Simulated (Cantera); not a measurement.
What does this Cantera script print?

```python
import numpy as np
import cantera as ct

gas_names = """
    F F2 H HF H2 H2F2 H3F3 H4F4 H5F5 H6F6 H7F7 Pb PbF PbF2 PbF4 Pb2
""".split()
cond_names = """
    Pb(cr) Pb(L) PbF2(a) PbF2(b) PbF2(L)
""".split()


# ... load() reads the species with a 1 bar reference pressure and builds the phases ...
atoms = {
    'PbF2': {'Pb': 1, 'F': 2},
    'H2': {'H': 2},
    'HF': {'H': 1, 'F': 1},
}
top_T = {}  # K; cautious upper limits of use, not melting points


# ... equilibrate(T, P, feed) seeds the gas with the atoms and calls Mixture.equilibrate('TP', solver="vcs", rtol=1e-11, max_steps=5000) ...
results = []
feed = {'PbF2': 1, 'H2': 0.24, 'HF': 0.39}  # mol
T = 698  # K
for P in [0.1, 1, 10, 100, 1000, 10000, 100000]:
    mix = equilibrate(T, P, feed)
    results.append((T, P, feed, dict(zip(mix.species_names, mix.species_moles))))

top = {s: max(r[3][s] / sum(r[3][g] for g in gas_names) for r in results) for s in gas_names}
cols = sorted((s for s in top if top[s] > 1e-05), key=lambda s: -top[s])[:9]
seen = [c for c in cond_names if any(r[3].get(c, 0) > 1e-12 for r in results)]
print("log10 of partial pressures in bar; condensed amounts in mol")
print(f"{'P/Pa':>10s}" + "".join(f"{s[:9]:>10s}" for s in cols + seen))
for T, P, feed, n in results:
    ng = sum(n[g] for g in gas_names)
    print(f"{P:10.4g}" + "".join(f"{np.log10(max(n[s] / ng * P / 1e5, 1e-99)):10.3f}" for s in cols)
          + "".join(f"{n.get(c, 0):10.4g}" for c in seen))
```

Output:

```
log10 of partial pressures in bar; condensed amounts in mol
      P/Pa        HF        H2      PbF4        Pb      PbF2      H2F2     Pb(L)   PbF2(b)
       0.1    -6.006   -10.688    -7.928    -8.993    -9.086   -15.749    0.2495    0.7385
         1    -5.001    -8.678    -7.928    -8.993    -9.086   -13.739    0.2408    0.7581
        10    -4.001    -6.678    -7.928    -8.993    -9.086   -11.739    0.2383    0.7616
       100    -3.009    -4.694    -7.928    -8.993    -9.086    -9.755    0.2228    0.7772
      1000    -2.071    -2.819    -7.928    -8.993    -9.086    -7.880    0.1255    0.8745
     1e+04    -1.208    -1.419    -7.602    -9.319    -9.086    -6.154         0         1
     1e+05    -0.208    -0.419    -6.602   -10.319    -9.086    -4.154         0         1
```

Cantera equilibrium calculation (NASA polynomials, part measured and part estimated; ideal gas, pure solids and liquids).
